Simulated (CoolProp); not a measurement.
Values from CoolProp's reference Helmholtz-energy equation of state, Bücker 2006.

Question: Give the vapour pressure (kPa), surface tension (mN/m), liquid viscosity (µPa s), vapour viscosity (µPa s) of saturated n-butane at -52.65 °C.

Answer: 
```csv
T (°C),p (kPa),surface tension (mN/m),liquid viscosity (µPa s),vapour viscosity (µPa s)
-52.65,8.05,21.2,371,5.49
```

Viscosity comes from a separate model (Vogel 1999). Surface tension comes from a separate correlation (Mulero 2012).
